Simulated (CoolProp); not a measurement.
Saturation properties of toluene (Tc = 318.6 °C, pc = 41.26 bar, ω = 0.266).

The numbers come from the reference Helmholtz-energy equation of state, Lemmon 2006 in CoolProp. It is a short technical equation, of lower accuracy than the large ones.

```tsv
T (°C)	p (bar)	enthalpy of vaporisation (kJ/kg)	vapour Z	liquid viscosity (µPa s)	vapour viscosity (µPa s)	liquid conductivity (mW/(m K))
54.25	0.1469	395.6	0.9898	401	7.60	122
67.15	0.2445	387.9	0.9853	355	7.88	119
80.15	0.3907	380.0	0.9794	316	8.15	115
93.15	0.6004	371.9	0.9720	284	8.43	112
106.05	0.8889	363.7	0.9631	257	8.70	108
119.05	1.281	355.1	0.9523	234	8.98	105
132.05	1.795	346.1	0.9396	214	9.25	102
144.95	2.452	336.8	0.9250	196	9.53	99.0
157.95	3.285	327.0	0.9081	180	9.82	96.1
170.95	4.319	316.6	0.8889	166	10.1	93.3
183.85	5.571	305.6	0.8673	153	10.4	90.7
196.85	7.091	293.8	0.8430	141	10.7	88.3
209.85	8.901	281.0	0.8157	130	11.1	86.0
222.75	11.02	267.2	0.7855	119	11.4	84.0
235.75	13.52	251.9	0.7513	109	11.8	82.1
```

It boils at 110.6 °C under 1 atm.

Viscosity comes from a separate model (Avgeri 2015). Thermal conductivity comes from a separate model (Assael 2012).
